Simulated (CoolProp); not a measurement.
Saturation properties of water.

The numbers come from the reference Helmholtz-energy equation of state, Wagner 2002 in CoolProp.

```json
[
 {"T (K)": "317.4", "p (MPa)": "0.009231", "vapour density (kg/m³)": "0.06322", "surface tension (mN/m)": "69.0", "liquid viscosity (µPa s)": "604", "liquid conductivity (mW/(m K))": "634"},
 {"T (K)": "333.6", "p (MPa)": "0.02037", "vapour density (kg/m³)": "0.1330", "surface tension (mN/m)": "66.2", "liquid viscosity (µPa s)": "463", "liquid conductivity (mW/(m K))": "651"},
 {"T (K)": "349.7", "p (MPa)": "0.04117", "vapour density (kg/m³)": "0.2573", "surface tension (mN/m)": "63.4", "liquid viscosity (µPa s)": "370", "liquid conductivity (mW/(m K))": "665"},
 {"T (K)": "365.9", "p (MPa)": "0.07784", "vapour density (kg/m³)": "0.4670", "surface tension (mN/m)": "60.3", "liquid viscosity (µPa s)": "305", "liquid conductivity (mW/(m K))": "674"},
 {"T (K)": "382", "p (MPa)": "0.1379", "vapour density (kg/m³)": "0.7975", "surface tension (mN/m)": "57.2", "liquid viscosity (µPa s)": "257", "liquid conductivity (mW/(m K))": "680"},
 {"T (K)": "398.2", "p (MPa)": "0.2326", "vapour density (kg/m³)": "1.301", "surface tension (mN/m)": "53.9", "liquid viscosity (µPa s)": "222", "liquid conductivity (mW/(m K))": "683"},
 {"T (K)": "414.3", "p (MPa)": "0.3735", "vapour density (kg/m³)": "2.028", "surface tension (mN/m)": "50.5", "liquid viscosity (µPa s)": "195", "liquid conductivity (mW/(m K))": "682"},
 {"T (K)": "430.5", "p (MPa)": "0.5777", "vapour density (kg/m³)": "3.057", "surface tension (mN/m)": "47.1", "liquid viscosity (µPa s)": "173", "liquid conductivity (mW/(m K))": "679"},
 {"T (K)": "446.6", "p (MPa)": "0.8605", "vapour density (kg/m³)": "4.459", "surface tension (mN/m)": "43.5", "liquid viscosity (µPa s)": "156", "liquid conductivity (mW/(m K))": "674"},
 {"T (K)": "462.8", "p (MPa)": "1.246", "vapour density (kg/m³)": "6.348", "surface tension (mN/m)": "39.9", "liquid viscosity (µPa s)": "142", "liquid conductivity (mW/(m K))": "666"},
 {"T (K)": "478.9", "p (MPa)": "1.751", "vapour density (kg/m³)": "8.820", "surface tension (mN/m)": "36.2", "liquid viscosity (µPa s)": "131", "liquid conductivity (mW/(m K))": "656"},
 {"T (K)": "495", "p (MPa)": "2.403", "vapour density (kg/m³)": "12.03", "surface tension (mN/m)": "32.4", "liquid viscosity (µPa s)": "121", "liquid conductivity (mW/(m K))": "644"},
 {"T (K)": "511.2", "p (MPa)": "3.234", "vapour density (kg/m³)": "16.18", "surface tension (mN/m)": "28.6", "liquid viscosity (µPa s)": "112", "liquid conductivity (mW/(m K))": "629"}
]
```

It boils at 373.1 K under 1 atm.

Viscosity comes from a separate model (Huber 2009). Thermal conductivity comes from a separate model (Huber 2012). Surface tension comes from a separate correlation (Mulero 2012).
